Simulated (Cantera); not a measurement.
Charge: 1 mol SiHCl3, 0.29 mol N2, 4.2 mol NH3, held at 0.270 bar.

These are equilibrium values from Cantera (NASA tables, ideal gas, pure condensed phases), not measurements of a reactor. Candidate condensed phases: NH4Cl, Si, Si3N4; 28 gas species. Gases not in the tables: Si2H6 and higher silanes. The numbers say what is thermodynamically allowed, not how fast it happens.

Over these rows the condensed part is Si3N4(s). Partial pressures as log10 of bar:

```json
[
 {"T (K)": "1398", "1000/T (1/K)": "0.7153", "log p SiCl4": "-2.96", "log p H2": "-0.84", "log p HCl": "-1.13", "log p N2": "-1.32", "log p SiCl2": "-3.57"},
 {"T (K)": "1498", "1000/T (1/K)": "0.6676", "log p SiCl4": "-3.08", "log p H2": "-0.83", "log p HCl": "-1.14", "log p N2": "-1.32", "log p SiCl2": "-2.95"},
 {"T (K)": "1598", "1000/T (1/K)": "0.6258", "log p SiCl4": "?", "log p H2": "-0.83", "log p HCl": "-1.17", "log p N2": "-1.31", "log p SiCl2": "-2.46"},
 {"T (K)": "1698", "1000/T (1/K)": "0.5889", "log p SiCl4": "-3.62", "log p H2": "-0.82", "log p HCl": "-1.23", "log p N2": "-1.29", "log p SiCl2": "-2.10"},
 {"T (K)": "1798", "1000/T (1/K)": "0.5562", "log p SiCl4": "-4.07", "log p H2": "-0.82", "log p HCl": "-1.32", "log p N2": "-1.26", "log p SiCl2": "-1.87"},
 {"T (K)": "1898", "1000/T (1/K)": "0.5269", "log p SiCl4": "-4.59", "log p H2": "-0.81", "log p HCl": "-1.43", "log p N2": "-1.24", "log p SiCl2": "-1.72"}
]
```

**Question.** Fit log p(SiCl4) = a + b·(1000/T) to the five rows, give the apparent enthalpy, and predict the row at 1598 K.

**Answer.** Means: 1000/T = 0.6110, log p = -3.664. Sxy = 0.205635, Sxx = 0.0246463, so b = 8.34 and a = -3.664 − (8.34)×0.6110 = -8.76.
Apparent enthalpy: −19.145 × (8.34) = -160 kJ/mol. With the condensed phases at unit activity, 2/3 N2(g) + 2 SiCl2(g) = SiCl4(g) + 1/3 Si3N4(s) links this pressure to the main gases: over the six rows their terms move log p by +3.75 in all, so the slope isn't that reaction's ΔH° alone. The five rows lie within 0.23 of the line; that is curvature, so one enthalpy describes this range poorly.
Prediction at 1598 K: -8.76 + (8.34)×0.6258 = -3.54. The computed value is -3.29, 0.25 from the line.
